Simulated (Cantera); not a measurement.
# Formation from one mole of O2

Cantera with NASA thermochemical tables; ideal gases at 1 bar, condensed phases pure. Values are per mole of reaction as written; species without (g) are pure solids or liquids, kept so even where they would boil at 1 bar.

2 Ti + O2(g) = 2 TiO(g)

| T (K) | ΔH° (kJ) | ΔS° (J/K) | ΔG° (kJ) | log10 K | condensed phases |
|---|---|---|---|---|---|
| 1100 | 93.1 | 176.7 | -101.3 | 4.81 | Ti(α) |
| 1250 | 81.5 | 166.6 | -126.8 | 5.30 | Ti(β) |
| 1400 | 78.4 | 164.4 | -151.7 | 5.66 | Ti(β) |
| 1550 | 74.7 | 161.8 | -176.1 | 5.94 | Ti(β) |
| 1700 | 70.2 | 159.1 | -200.2 | 6.15 | Ti(β) |
| 1850 | 64.9 | 156.1 | -223.8 | 6.32 | Ti(β) |

Nb + O2(g) = NbO2(g)

```csv
T (K),ΔH° (kJ),ΔS° (J/K),ΔG° (kJ),log10 K
1100,-205.6,21.8,-229.6,10.90
1250,-206.8,20.8,-232.8,9.73
1400,-208.1,19.9,-235.9,8.80
1550,-209.5,18.9,-238.8,8.05
1700,-211.1,17.9,-241.6,7.42
1850,-212.8,16.9,-244.2,6.89
```

2 C + O2(g) = 2 CO(g)

```
T (K)  ΔH° (kJ)  ΔS° (J/K)  ΔG° (kJ)  log10 K
-----  --------  ---------  --------  -------
1100     -225.2      175.5    -418.2    19.86
1250     -227.1      173.8    -444.4    18.57
1400     -229.1      172.3    -470.3    17.55
1550     -231.1      170.9    -496.1    16.72
1700     -233.3      169.6    -521.6    16.03
1850     -235.5      168.3    -547.0    15.44
```

Zr + O2(g) = ZrO2(g)

```tsv
T (K)	ΔH° (kJ)	ΔS° (J/K)	ΔG° (kJ)	log10 K	condensed phases
1100	-292.2	20.3	-314.5	14.94	Zr(α)
1250	-297.5	15.7	-317.1	13.25	Zr(β)
1400	-298.7	14.8	-319.4	11.92	Zr(β)
1550	-300.0	13.9	-321.5	10.84	Zr(β)
1700	-301.6	12.9	-323.5	9.94	Zr(β)
1850	-303.3	11.9	-325.4	9.19	Zr(β)
```
